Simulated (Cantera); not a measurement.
A Cantera script and what it prints.

```python
import numpy as np
import cantera as ct

gas_names = """
    H2O2 N2O NH3 NbO2
""".split()
cond_names = """
    Nb(cr) Nb(L)
""".split()


# ... load() reads the species with a 1 bar reference pressure and builds the phases ...
species = {s.name: s for s in load("nasa_gas.yaml", gas_names) + load("nasa_condensed.yaml", cond_names)}
# Each term lists the table entries of one substance; the one whose range holds T is used.
reactions = {
    '6 H2O2(g) + 2 N2O(g) + 7 Nb = 4 NH3(g) + 7 NbO2(g)':
        [(-6, ['H2O2']), (-2, ['N2O']), (-7, ['Nb(cr)', 'Nb(L)']), (4, ['NH3']), (7, ['NbO2'])],
}


def pick(names, T):
    return next(species[n] for n in names if species[n].thermo.min_temp <= T <= species[n].thermo.max_temp)


results = []
for label, terms in reactions.items():
    print(label)
    print("     T/K   dH/kJ  dS/(J/K)   dG/kJ   log10 K")
    for T in [1275, 1300, 1325, 1350, 1375, 1400, 1425, 1450, 1475, 1500]:
        used = [(nu, pick(names, T)) for nu, names in terms]
        dH = sum(nu * s.thermo.h(T) for nu, s in used) / 1e6
        dS = sum(nu * s.thermo.s(T) for nu, s in used) / 1e3
        dG = dH - T * dS / 1e3
        logK = -dG * 1e6 / (ct.gas_constant * T * np.log(10))
        results.append((label, T, dH, dS, dG, logK, [s.name for _, s in used]))
        print(f"{T:8g} {dH:8.1f} {dS:8.1f} {dG:8.1f} {logK:8.2f}")
```

Result:

```
6 H2O2(g) + 2 N2O(g) + 7 Nb = 4 NH3(g) + 7 NbO2(g)
     T/K   dH/kJ  dS/(J/K)   dG/kJ   log10 K
    1275   -988.9    493.5  -1618.0    66.29
    1300   -990.7    492.0  -1630.4    65.51
    1325   -992.6    490.6  -1642.6    64.76
    1350   -994.5    489.1  -1654.9    64.03
    1375   -996.5    487.7  -1667.1    63.33
    1400   -998.4    486.3  -1679.3    62.65
    1425  -1000.4    484.9  -1691.4    62.00
    1450  -1002.4    483.5  -1703.5    61.37
    1475  -1004.5    482.1  -1715.6    60.75
    1500  -1006.5    480.7  -1727.6    60.16
```

Cantera with NASA thermochemical tables; ideal gases at 1 bar, condensed phases pure. Condensed species are held in their standard states even where they would react or evaporate.
